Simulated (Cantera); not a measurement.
An isothermal plug-flow reactor at 650 K and 0.790 bar (inlet), inlet velocity 0.54 m/s, active area per volume 120 1/m; feed CO : O2 : N2 : H2O = 0.0058 : 0.042 : 0.79 : 0.09 (molar parts), equivalence ratio 0.069.

Cantera simulation using Deutschmann's 1995 Pt surface mechanism with GRI-Mech 3.0 gas chemistry; the numbers are that mechanism's predictions, not measurements. Catalytic surfaces can have several steady states; this one follows from the mechanism file's or the stated starting coverage. Mass transfer to the wall is taken as infinitely fast.

### Question
Predict: x(CO) at z = 0.0043 m; x(O2) at z = 0.0043 m; x(H2O) at z = 0.0043 m; x(CO2) at z = 0.0043 m; θ(free Pt) at the exit; θ(O*) at the exit; θ(OH*) at the exit; θ(CO*) at the exit.

### Answer
```json
{
 "x(CO) at z = 0.0043 m": "0.00504",
 "x(O2) at z = 0.0043 m": "0.0447",
 "x(H2O) at z = 0.0043 m": "0.0971",
 "x(CO2) at z = 0.0043 m": "0.00122",
 "θ(free Pt) at the exit": "0.0442",
 "θ(O*) at the exit": "0.0249",
 "θ(OH*) at the exit": "0.00259",
 "θ(CO*) at the exit": "0.928"
}
```
